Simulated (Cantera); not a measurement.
An isothermal plug-flow reactor at 950 K and 93000 Pa (inlet), inlet velocity 1.6 m/s, active area per volume 1300 1/m; feed CH₄ : O₂ : N₂ = 0.002 : 0.028 : 0.79 (molar parts), equivalence ratio 0.14.

Computed with Cantera and Deutschmann's 1995 Pt surface mechanism with GRI-Mech 3.0 gas chemistry. Catalytic surfaces can have several steady states; this one follows from the mechanism file's or the stated starting coverage. Mass transfer to the wall is taken as infinitely fast.

One state of this run: x CH₄ = 0.00241; x O₂ = 0.0341; x H₂O = 5.86e-5; x CO₂ = 2.83e-5; x CO = 9.71e-7; θ free Pt = 0.202; θ O* = 0.798. x: gas mole fraction; θ: surface coverage.

Problem. Which value of z (m) does it belong to?
A) 0.0096
B) 0.00021
C) 0.0021
D) 0.00045

Solution. B, 0.00021
